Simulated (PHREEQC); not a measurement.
Consider water at 54 °C with 0.14 mol H2SO4 and 0.1 mol Al(NO3)3 per kg of water. Closed to the air; pH follows from the charge balance.

Model: ion-association model, phreeqc.dat, run in PHREEQC.

Problem. The ionic strength comes out as 0.555 mol/kgw. What activity coefficients do SO4-2, Al(SO4)2-, HSO4-, H+, AlHSO4+2 get?

Solution. SO4-2 0.18, Al(SO4)2- 0.65, HSO4- 0.72, H+ 0.75, AlHSO4+2 0.27.

Precipitation was switched off in this run. At this temperature some constants are extrapolated from 25 °C, and those without enthalpy data are left unchanged.
